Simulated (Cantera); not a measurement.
Mixture: CH4 : O2 : N2 = 1 : 1.05 : 4.95 (molar parts), equivalence ratio 1.9, at 10.0 bar, adiabatic and at constant pressure. Ignition delay is the time to a rise of 400 K.

Detailed kinetics in Cantera: GRI-Mech 3.0 (53 species, 325 reactions).

### Question
At T0 = 1400 K, what is the delay, and which 5 reactions control it most (d ln τ / d ln k, from doubling and halving each rate constant)?

### Answer
The delay is 0.864 ms.
| reaction | d ln τ / d ln k | faster rate |
|---|---|---|
| 2 CH3 (+M) <=> C2H6 (+M) | 0.49 | lengthens it |
| CH3 + O2 <=> CH3O + O | -0.36 | shortens it |
| CH3 + O2 <=> CH2O + OH | -0.29 | shortens it |
| CH2O + O2 <=> HCO + HO2 | -0.27 | shortens it |
| CH3 + HO2 <=> CH3O + OH | -0.25 | shortens it |
